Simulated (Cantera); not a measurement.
Mixture: CO : H2 : O2 : N2 = 1 : 0.032 : 0.516 : 1.94 (molar parts), equivalence ratio 1.0, at 1200 Torr, adiabatic and at constant pressure. Ignition delay is the time to a rise of 400 K.

Cantera simulation using GRI-Mech 3.0 (53 species, 325 reactions); the numbers are that mechanism's predictions, not measurements. Below about 950 K walls govern HO2 and H2O2 in real vessels. Where the delays flatten at high temperature, the 400 K rule measures the pace of heat release, not the induction time.

Task: What does this change do: pressure from 1200 Torr to 540 Torr?

Result: 
| quantity | before | after |
|---|---|---|
| delay at 875 K | 0.185 s | 0.116 s |
| delay at 1025 K | 0.932 ms | 0.886 ms |
| delay at 1175 K | 0.158 ms | 0.334 ms |
| delay at 1325 K | 87.4 µs | 0.226 ms |
| delay at 1475 K | 66.3 µs | 0.195 ms |

Task: What does this change do: pressure from 1200 Torr to 3000 Torr?

Result: 
| quantity | before | after |
|---|---|---|
| delay at 875 K | 0.185 s | 0.189 s |
| delay at 1025 K | 0.932 ms | 2.24 ms |
| delay at 1175 K | 0.158 ms | 98.1 µs |
| delay at 1325 K | 87.4 µs | 35.6 µs |
| delay at 1475 K | 66.3 µs | 22.9 µs |
The hydrogen kinetics of GRI-Mech 3.0 are dated; newer H2 mechanisms differ, most at raised pressure.

Task: What does this change do: H2 0.032 to 0.055 parts?

Result: 
| quantity | before | after |
|---|---|---|
| delay at 875 K | 0.185 s | 0.149 s |
| delay at 1025 K | 0.932 ms | 0.638 ms |
| delay at 1175 K | 0.158 ms | 0.119 ms |
| delay at 1325 K | 87.4 µs | 66.7 µs |
| delay at 1475 K | 66.3 µs | 50.8 µs |
